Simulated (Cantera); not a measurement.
An isothermal, constant-pressure homogeneous reactor starts with C2H4 : H2 = 1 : 49 (molar parts), at 1673 K and 0.0263 atm.

Cantera simulation using GRI-Mech 3.0 (53 species, 325 reactions); the numbers are that mechanism's predictions, not measurements. GRI-Mech 3.0 was tuned for natural gas; its chemistry of ethylene as a main component is partial and can be far from experiment. GRI-Mech 3.0 stops at C3 and has no aromatics, soot or wall deposition, so with more carbon than oxygen in the feed, carbon stays in small species such as C2H2 where larger ones or solid carbon would form. Radical loss at walls, strong at low pressure, is not modelled.

One state of this run: x C2H4 = 0.00695; x H2 = 0.980; x CH3 = 5.34e-9; x CH4 = 3.22e-6; x C2H = 2.40e-9; x C2H6 = 3.49e-8. x: mole fraction; the columns are a selection and need not sum to one.

Q: Which value of t (s) does it belong to?
A. 0.0338
B. 0.652
C. 0.000400
D. 1.37

A: A, 0.0338
